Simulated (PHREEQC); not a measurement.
A made-up water analysis in mg/L, 25 °C, pH 2.51, pe 8.2: Na 16.3; K 13.4; Ca 92.2; Mg 0.298; Cl 62.6; S(6) as SO4 500; Cu(2) 0.0951; Mn(2) 1.16; Zn 1.24.

Valence states are taken as typed.

Equilibrium calculation in PHREEQC: ion-association model, phreeqc.dat.

```yaml
ionic_strength: 0.0150 mol/kgw
specific_conductance: 2030 µS/cm
total_alkalinity: -4.26 meq/kg
charge_balance_error: -11.7 %
```

| species | molality | activity | log γ |
|---|---|---|---|
| SO4-2 | 0.00388 | 0.00240 | -0.209 |
| H+ | 0.00343 | 0.00309 | -0.046 |
| Ca+2 | 0.00181 | 0.00113 | -0.206 |
| Cl- | 0.00177 | 0.00156 | -0.054 |
| HSO4- | 0.000815 | 0.000720 | -0.053 |
| Na+ | 0.000701 | 0.000621 | -0.052 |
| CaSO4 | 0.000480 | 0.000481 | 0.001 |
| K+ | 0.000337 | 0.000298 | -0.055 |

No solid was allowed to form.
